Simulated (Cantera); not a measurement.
An isothermal, constant-pressure homogeneous reactor starts with 1.68 % CO, 4.77 % O2, 0.00412 % H2O, 93.5 % N2, equivalence ratio 0.18, at 1475 K and 760 Torr.

Model: GRI-Mech 3.0 (53 species, 325 reactions), integrated in Cantera.

Predict: x(CO) at 50.0 s; x(O2) at 50.0 s; x(H2O) at 50.0 s; x(NO) at 50.0 s; x(CO2) at 50.0 s.


```json
{
  "x(CO) at 50.0 s": "2.85e-7 (gas-phase equilibrium 2.86e-7)",
  "x(O2) at 50.0 s": "0.0396 (gas-phase equilibrium 0.0394)",
  "x(H2O) at 50.0 s": "4.11e-5 (gas-phase equilibrium 4.11e-5)",
  "x(NO) at 50.0 s": "2.60e-5 (gas-phase equilibrium 0.000514)",
  "x(CO2) at 50.0 s": "0.0170 (gas-phase equilibrium 0.0170)"
}
```
